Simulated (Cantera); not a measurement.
A perfectly stirred reactor is fed with CH₃OH : O₂ : N₂ = 0.00058 : 0.034 : 1 (molar parts), equivalence ratio 0.026, at 1.00 atm; it is held at 1598 K, and followed from long to short residence time.

Model: GRI-Mech 3.0 (53 species, 325 reactions), integrated in Cantera. GRI-Mech 3.0 was tuned for natural gas; its chemistry of methanol as a main component is partial and can be far from experiment.

Predict: x(CH₃OH) at τ = 20.0 s; x(O₂) at τ = 20.0 s; x(CH₃OH) at τ = 0.200 s; x(O₂) at τ = 0.200 s.


```json
{
  "x(CH₃OH) at τ = 20.0 s": "1.22e-8",
  "x(O₂) at τ = 20.0 s": "0.0320",
  "x(CH₃OH) at τ = 0.200 s": "2.91e-7",
  "x(O₂) at τ = 0.200 s": "0.0320"
}
```
